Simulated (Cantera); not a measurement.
Feed: 1 mol AlN, 440 mol H₂, held at 1302 °C and 940 Pa.

Equilibrium computed with Cantera from the NASA thermochemical tables; the gas is ideal and each condensed phase is pure. Candidate condensed phases: Al, AlN; 13 gas species. Equilibrium is a limit: real reactors are often held back by kinetics, nucleation or transport.

Question: What is the equilibrium state?

Answer: 
```json
{
  "x(H₂)": "0.999",
  "x(H)": "0.000429",
  "x(Al)": "0.000103",
  "x(N₂)": "5.60e-5",
  "x(AlH)": "9.12e-6",
  "n(AlN(s))": "0.951 mol",
  "gas_amount": "440.2 mol",
  "log10 activity of Al(l) (absent)": "-1.65"
}
```
